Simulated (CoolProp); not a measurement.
Model: reference Helmholtz-energy equation of state, Tillner-Roth 1997, in CoolProp.

Question: Give the vapour pressure (MPa), liquid cp (kJ/(kg K)), vapour Z, surface tension (mN/m) of saturated CH2F2 (R32) at 180.6, 192.3, 238.8 K.

Answer: 
```
T (K)  p (MPa)  liquid cp (kJ/(kg K))  vapour Z  surface tension (mN/m)
-----  -------  ---------------------  --------  ----------------------
180.6  0.00723                   1.56     0.993                    29.1
192.3   0.0176                   1.56     0.986                    26.6
238.8    0.228                   1.62     0.930                    17.3
```

Surface tension comes from a separate correlation (Mulero 2012).
